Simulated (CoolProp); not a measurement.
CH2F2 (R32) along the isotherm 374.1 K: fugacity coefficient from the reference equation and from simpler models built on Tc = 351.3 K, pc = 57.83 bar, ω = 0.277; each cubic takes its own stable root.

Values from CoolProp's reference Helmholtz-energy equation of state, Tillner-Roth 1997.

```csv
p (bar),phase,reference
26.3,gas,0.8645
52.6,gas,0.7379
78.9,supercritical,0.6164
105,supercritical,0.5094
131,supercritical,0.4373
158,supercritical,0.3866
184,supercritical,0.3519
210,supercritical,0.3261
237,supercritical,0.3056
263,supercritical,0.2903
289,supercritical,0.2781
```

How far does each simpler model (van der Waals, Redlich-Kwong, Peng-Robinson) lie from the reference over these 11 states: mean and median of the absolute difference, and the worst?


- van der Waals: mean 14.7 %, median 13.3 %, worst +31.5 % at 374.1 K and 289 bar
- Redlich-Kwong: mean 8.1 %, median 8.0 %, worst +16.2 % at 374.1 K and 289 bar
- Peng-Robinson: mean 5.5 %, median 6.0 %, worst +11.0 % at 374.1 K and 289 bar
